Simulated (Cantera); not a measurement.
A closed system holds: 1 mol Fe(CO)5, 16 mol N2, held at 5.50 mbar.

These are equilibrium values from Cantera (NASA tables, ideal gas, pure condensed phases), not measurements of a reactor. Candidate condensed phases: C, Fe, Fe(CO)5, FeO, Fe2O3, Fe3O4; 27 gas species. Condensed phases not in the tables: cementite and carbon dissolved in iron. The numbers say what is thermodynamically allowed, not how fast it happens.

log p: log10 of the partial pressure in bar; n: condensed amount in mol.

```tsv
T (°C)	log p N2	log p CO	log p Fe	log p CO2	n C(graphite)	n Fe(α)	n Fe(γ)
800	-2.38	-2.88	-12.38	?	0.000921	1.00	0
850	-2.38	-2.88	-11.51	?	0	1.00	0
900	-2.38	-2.88	-10.71	?	0	1.00	0
950	-2.38	-2.88	-9.98	?	0	0	1.00
1000	-2.38	-2.88	-9.30	?	0	0	1.000
1050	-2.38	-2.88	-8.68	?	0	0	1.000
1100	-2.38	-2.88	-8.11	?	0	0	1.000
1150	-2.38	-2.88	-7.57	?	0	0	1.000
1200	-2.38	-2.88	-7.08	?	0	0	1.000
1250	-2.38	-2.88	-6.61	?	0	0	0.999
1300	-2.38	-2.88	-6.18	?	0	0	0.997
```

Task: Some entries are withheld; supply them.

Result: 
- 800, log p CO2: -6.62
- 850, log p CO2: -6.98
- 900, log p CO2: -7.32
- 950, log p CO2: -7.63
- 1000, log p CO2: -7.91
- 1050, log p CO2: -8.17
- 1100, log p CO2: -8.41
- 1150, log p CO2: -8.63
- 1200, log p CO2: -8.84
- 1250, log p CO2: -9.03
- 1300, log p CO2: -9.21
